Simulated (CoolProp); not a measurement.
The fluid at 306.97 K and 0.842 MPa expands adiabatically to 0.177 MPa with isentropic efficiency 1. The same conditions are run with several fluids, on thermodynamics alone (safety and materials aside).

Values from CoolProp's reference Helmholtz-energy equation of state of each fluid (hydrogen chloride: Thol 2018; R125: Lemmon 2005; CH2F2 (R32): Tillner-Roth 1997; R404A: Lemmon 2003; nitrogen: Span 2000). Blends and air are pseudo-pure fits.

Task: Rank hydrogen chloride, R125, CH2F2 (R32), R404A, nitrogen by work (kJ/kg), highest first.

Result: nitrogen (114), hydrogen chloride (84.3), CH2F2 (R32) (60.2), R404A (33.9), R125 (28.2)

```tsv
fluid	final temperature (K)	final phase	final density (kg/m³)
hydrogen chloride	198.6	two-phase, vapour fraction 0.998	4.09
R125	261.3	gas	10.2
CH2F2 (R32)	233.1	two-phase, vapour fraction 0.972	5.20
R404A	255.8	gas	8.57
nitrogen	196.2	gas	3.05
```
